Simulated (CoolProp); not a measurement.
Dry air along the isotherm -131.65 °C: density (kg/m³) from the reference equation and from simpler models built on Tc = -140.6 °C, pc = 3.786 MPa, ω = 0.034; each cubic takes its own stable root.

Computed with CoolProp (reference Helmholtz-energy equation of state, Lemmon 2000). It is a pseudo-pure fit of the blend.

```tsv
p (MPa)	phase	reference	ideal gas	van der Waals	Redlich-Kwong	Soave-Redlich-Kwong	Peng-Robinson
3.79	supercritical	145.9	93.31	143.6	145.1	144.5	151.4
7.57	supercritical	503.9	186.4	418.1	…	469.0	…
11.4	supercritical	583.6	280.7	474.6	566.3	564.5	623.6
15.1	supercritical	624.7	371.8	506.0	…	617.0	683.3
18.9	supercritical	654.7	465.3	529.0	656.8	…	726.9
22.7	supercritical	678.2	558.9	546.8	686.8	685.8	…
26.5	supercritical	697.6	652.4	561.4	711.5	710.6	788.5
30.3	supercritical	714.3	746.0	573.6	732.5	731.7	812.0
34.1	supercritical	…	839.5	584.2	750.7	749.9	…
37.9	supercritical	742.2	933.1	593.5	766.7	766.0	850.1
```

Problem. Complete the blanks.

Solution. 
- 7.57, Redlich-Kwong: 471.9
- 7.57, Peng-Robinson: 513.8
- 15.1, Redlich-Kwong: 618.4
- 18.9, Soave-Redlich-Kwong: 655.7
- 22.7, Peng-Robinson: 760.8
- 34.1, reference: 729.0
- 34.1, Peng-Robinson: 832.2
